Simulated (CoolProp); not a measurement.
A single-stage vapour-compression cycle with the fluid: evaporating at 198.15 K (dew point), condensing at 235.15 K (bubble point), superheat 10 K, subcooling 5 K, compressor efficiency 0.8, no pressure losses. The same conditions are run with several fluids, on thermodynamics alone (safety and materials aside).

Computed with CoolProp (reference Helmholtz-energy equation of state of each fluid (propylene: Lemmon 2013; C3F8 (R218): Lemmon 2006; hydrogen sulfide: Lemmon 2006; R115: Lemmon 2016; R125: Lemmon 2005; CH3F (R41): Lemmon 2006)).

| fluid | cooling COP | pressure ratio | discharge temperature (K) | refrigerating effect (kJ/kg) | volumetric capacity (kJ/m³) |
|---|---|---|---|---|---|
| propylene | 3.77 | 6.43 | 290.5 | 411 | 242 |
| C3F8 (R218) | 3.76 | 7.99 | 247.9 | 94.5 | 124 |
| hydrogen sulfide | 3.54 | 6.17 | 354.1 | 509 | 458 |
| R115 | 3.81 | 7.37 | 258.3 | 115 | 150 |
| R125 | 3.79 | 7.44 | 268.1 | 149 | 228 |
| CH3F (R41) | 3.54 | 5.09 | 324.0 | 427 | 1060 |
